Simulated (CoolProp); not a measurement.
R142b at 293.15 K and 0.232 MPa is throttled through a valve to 0.123 MPa with no heat exchange. Each further row changes one setting.

Model: reference Helmholtz-energy equation of state, Lemmon 2006, in CoolProp. It is a short technical equation, of lower accuracy than the large ones.

```csv
case,temperature change (K),final density (kg/m³)
as stated,[?],[?]
outlet pressure 0.0369 MPa,-6.0,[?]
outlet pressure 0.16 MPa,[?],[?]
```

Question: Fill in the missing entries.

Answer: 
- as stated, temperature change (K): -3.4
- as stated, final density (kg/m³): 5.32
- outlet pressure 0.0369 MPa, final density (kg/m³): 1.57
- outlet pressure 0.16 MPa, temperature change (K): -2.2
- outlet pressure 0.16 MPa, final density (kg/m³): 6.97
